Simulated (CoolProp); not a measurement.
Model: reference Helmholtz-energy equation of state, Lemmon 2005, in CoolProp. It is a short technical equation, of lower accuracy than the large ones.

For cis-2-butene, give the phase and the density (kg/m³), cp (kJ/(kg K)), isothermal compressibility (1/MPa), expansivity (1/kK) at 198.5 K and 1730 kPa.


- 198.5 K and 1730 kPa: liquid; density 725, cp 1.98, isothermal compressibility 0.000848, expansivity 1.41
